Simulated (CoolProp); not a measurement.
Properties of cis-2-butene along the isotherm 122.65 °C.

Computed with CoolProp (reference Helmholtz-energy equation of state, Lemmon 2005). It is a short technical equation, of lower accuracy than the large ones.

```tsv
p (kPa)	phase	density (kg/m³)	cp (kJ/(kg K))	Joule-Thomson coefficient (K/MPa)	isothermal compressibility (1/MPa)
3260	liquid	475.1	3.018	0.6044	0.01579
6520	liquid	494.8	(withheld)	0.2786	0.01016
9780	liquid	509.2	2.690	0.1104	(withheld)
13000	liquid	520.6	2.622	0.005290	0.006190
16300	liquid	530.4	2.574	-0.07003	0.005210
19600	liquid	538.9	2.538	-0.1259	0.004513
22800	liquid	546.3	2.510	-0.1680	0.004005
26100	liquid	553.2	2.488	-0.2029	0.003594
29300	liquid	559.3	(withheld)	(withheld)	0.003273
32600	liquid	565.1	2.454	-0.2546	0.003000
35800	liquid	570.3	2.441	-0.2743	0.002778
39100	liquid	575.4	2.429	-0.2918	(withheld)
42400	liquid	580.2	2.419	-0.3070	0.002415
```

**Question.** Some entries are withheld; supply them.

**Answer.** 
- 6520, cp (kJ/(kg K)): 2.799
- 9780, isothermal compressibility (1/MPa): 0.007638
- 29300, cp (kJ/(kg K)): 2.469
- 29300, Joule-Thomson coefficient (K/MPa): -0.2306
- 39100, isothermal compressibility (1/MPa): 0.002583
